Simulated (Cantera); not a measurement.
# Thermodynamics of chlorosilane synthesis and conversion, feed SiCl4 + Cl2 + H2

Charge: 1 mol SiCl4, 2.6 mol Cl2, a varied amount of H2, held at 1550 K and 0.730 bar.

These are equilibrium values from Cantera (NASA tables, ideal gas, pure condensed phases), not measurements of a reactor. Candidate condensed phases: Si; 19 gas species. The tables' values for SiCl3 are old estimates; treat these amounts as uncertain. Kinetics and transport are ignored.

```tsv
n(H2) (mol)	x HCl	x H2	x Cl2	x SiCl4	x Cl	x SiCl2	x SiCl3
0.4	0.193	7.24e-9	0.498	0.242	0.0669	6.91e-9	2.45e-5
0.62	0.285	1.85e-8	0.424	0.230	0.0617	7.72e-9	2.52e-5
0.95	0.406	4.89e-8	0.326	0.214	0.0541	9.35e-9	2.68e-5
1.5	0.576	1.68e-7	0.191	0.192	0.0413	1.44e-8	3.15e-5
2.3	0.772	1.41e-6	0.0408	0.168	0.0191	5.86e-8	5.94e-5
3.5	0.747	0.113	4.75e-7	0.121	6.53e-5	0.00363	0.0126
5.4	0.607	0.284	1.25e-7	0.0795	3.35e-5	0.00905	0.0161
8.3	0.476	0.442	4.95e-8	0.0477	2.11e-5	0.0137	0.0153
13	0.357	0.584	2.11e-8	0.0248	1.37e-5	0.0167	0.0122
```
x: gas mole fraction; nothing condenses.

From 0.4 mol H2 to 13 mol H2 nothing is condensed. The main Si-bearing gas is SiCl4 throughout.
